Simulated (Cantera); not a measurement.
Input (Python, Cantera) and output of one run.

```python
import numpy as np
import cantera as ct

gas_names = """
    O PH3 H2
""".split()
cond_names = """
    P4O10(s)
""".split()


# ... load() reads the species with a 1 bar reference pressure and builds the phases ...
species = {s.name: s for s in load("nasa_gas.yaml", gas_names) + load("nasa_condensed.yaml", cond_names)}
# Each term lists the table entries of one substance; the one whose range holds T is used.
reactions = {
    '10 O(g) + 4 PH3(g) = 6 H2(g) + P4O10':
        [(-10, ['O']), (-4, ['PH3']), (6, ['H2']), (1, ['P4O10(s)'])],
}


def pick(names, T):
    return next(species[n] for n in names if species[n].thermo.min_temp <= T <= species[n].thermo.max_temp)


results = []
for label, terms in reactions.items():
    print(label)
    print("     T/K   dH/kJ  dS/(J/K)   dG/kJ   log10 K")
    for T in [300, 373, 423, 473, 523, 573, 623, 673]:
        used = [(nu, pick(names, T)) for nu, names in terms]
        dH = sum(nu * s.thermo.h(T) for nu, s in used) / 1e6
        dS = sum(nu * s.thermo.s(T) for nu, s in used) / 1e3
        dG = dH - T * dS / 1e3
        logK = -dG * 1e6 / (ct.gas_constant * T * np.log(10))
        results.append((label, T, dH, dS, dG, logK, [s.name for _, s in used]))
        print(f"{T:8g} {dH:8.1f} {dS:8.1f} {dG:8.1f} {logK:8.2f}")
```

Output:

```
10 O(g) + 4 PH3(g) = 6 H2(g) + P4O10
     T/K   dH/kJ  dS/(J/K)   dG/kJ   log10 K
     300  -5523.4  -1438.8  -5091.8   886.54
     373  -5521.0  -1431.8  -4987.0   698.36
     423  -5518.4  -1425.2  -4915.5   606.99
     473  -5515.1  -1417.8  -4844.5   534.98
     523  -5511.2  -1410.0  -4773.8   476.77
     573  -5506.8  -1402.1  -4703.5   428.76
     623  -5502.0  -1394.0  -4633.6   388.49
     673  -5496.8  -1385.9  -4564.1   354.23
```

Source: NASA polynomial tables (part measured, part estimated), evaluated in Cantera. Condensed species are held in their standard states even where they would react or evaporate.
